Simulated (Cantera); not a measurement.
Input: 1 mol NiS, 45 mol H₂, at 1.00 Torr.

Equilibrium computed with Cantera from the NASA thermochemical tables; the gas is ideal and each condensed phase is pure. Candidate condensed phases: Ni, NiS, NiS₂, Ni₃S₂, Ni₃S₄, S; 9 gas species. Metal and sulfide melt together well below either melting point, which pure phases cannot show. Mutual solubility and eutectic melting of coexisting phases are not modelled. Equilibrium is a limit: real reactors are often held back by kinetics, nucleation or transport.

Problem. Which condensed phases are stable at each of these points (T (K)): 1350, 1400, 1450, 1500, 1550, 1600, 1650, 1700, 1750, 1800, 1850?

Solution. 
```json
[
 {"T (K)": "1350", "condensed phases": "Ni(s) + Ni₃S₂(l)", "Ni condensed (%)": "100.0"},
 {"T (K)": "1400", "condensed phases": "Ni(s) + Ni₃S₂(l)", "Ni condensed (%)": "100.0"},
 {"T (K)": "1450", "condensed phases": "Ni(s) + Ni₃S₂(l)", "Ni condensed (%)": "99.9"},
 {"T (K)": "1500", "condensed phases": "Ni(s)", "Ni condensed (%)": "99.7"},
 {"T (K)": "1550", "condensed phases": "Ni(s)", "Ni condensed (%)": "99.3"},
 {"T (K)": "1600", "condensed phases": "Ni(s)", "Ni condensed (%)": "98.1"},
 {"T (K)": "1650", "condensed phases": "Ni(s)", "Ni condensed (%)": "95.4"},
 {"T (K)": "1700", "condensed phases": "Ni(s)", "Ni condensed (%)": "89.2"},
 {"T (K)": "1750", "condensed phases": "Ni(l)", "Ni condensed (%)": "76.2"},
 {"T (K)": "1800", "condensed phases": "Ni(l)", "Ni condensed (%)": "49.9"},
 {"T (K)": "1850", "condensed phases": "gas only", "Ni condensed (%)": "0.0"}
]
```

From 1350 K to 1450 K the condensed part is Ni(s) + Ni₃S₂(l). From 1500 K to 1700 K the condensed part is Ni(s). From 1750 K to 1800 K the condensed part is Ni(l). At 1850 K nothing is condensed.
